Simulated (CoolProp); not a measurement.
Vapour-liquid equilibrium of R125 (1) + R152A (2) at 230.4 K; x and y are mole fractions of (1).

Computed with CoolProp (multi-fluid Helmholtz-energy mixture model, Lemmon 2005 and Outcalt 1996; pair parameters Bell 2016).

```tsv
x	bubble pressure, mixture model (MPa)	bubble pressure, Raoult's law (MPa)	y, mixture model	y, Raoult's law
0.05	0.04569	0.04538	0.147	0.144
0.15	0.05452	0.05436	0.354	0.361
0.25	0.06279	0.06335	0.499	0.516
0.35	0.07089	0.07234	0.611	0.633
0.45	0.07912	0.08132	0.703	0.723
0.55	0.08766	0.09031	0.780	0.796
0.65	0.09662	0.09929	0.846	0.856
0.75	0.1060	0.1083	0.901	0.906
0.85	0.1158	0.1173	0.947	0.948
0.95	0.1258	0.1263	0.985	0.984
```

The largest gap from Raoult's law is -2.9 % in bubble pressure, at x = 0.55. No azeotrope shows between x = 0.05 and 0.95.

Pair parameters are fitted to limited data, so mixtures are less certain than the pure fluids. The gap from Raoult's law changes sign with composition, which may be real or a fault of the pair parameters; it wasn't checked against measurements.
